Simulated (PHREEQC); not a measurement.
## Polishing slurry liquid

A solution holds 0.0025 mol H2SO4, 0.000126 mol Al(NO3)3 and 1.2e-05 mol CO2 per kg of water, at 25 °C. Closed to the air; pH follows from the charge balance.

Equilibrium calculation in PHREEQC: ion-association model, wateq4f.dat.

```json
{
  "pH": "2.39",
  "ionic_strength": "0.00658 mol/kgw",
  "total_alkalinity": "-5.00 meq/kg"
}
```

```json
[
 {"species": "H+", "molality": "0.00443", "activity": "0.00410", "log γ": "-0.033"},
 {"species": "SO4-2", "molality": "0.00184", "activity": "0.00131", "log γ": "-0.146"},
 {"species": "HSO4-", "molality": "0.000570", "activity": "0.000523", "log γ": "-0.037"},
 {"species": "NO3-", "molality": "0.000378", "activity": "0.000346", "log γ": "-0.038"},
 {"species": "AlSO4+", "molality": "8.49e-5", "activity": "7.79e-5", "log γ": "-0.037"},
 {"species": "Al+3", "molality": "3.75e-5", "activity": "1.88e-5", "log γ": "-0.300"},
 {"species": "CO2", "molality": "1.20e-5", "activity": "1.20e-5", "log γ": "0.001"},
 {"species": "Al(SO4)2-", "molality": "3.52e-6", "activity": "3.23e-6", "log γ": "-0.037"},
 {"species": "AlOH+2", "molality": "6.34e-8", "activity": "4.55e-8", "log γ": "-0.145"},
 {"species": "AlHSO4+2", "molality": "4.00e-8", "activity": "2.84e-8", "log γ": "-0.149"},
 {"species": "HCO3-", "molality": "1.42e-9", "activity": "1.30e-9", "log γ": "-0.036"}
]
```

No solid was allowed to form.
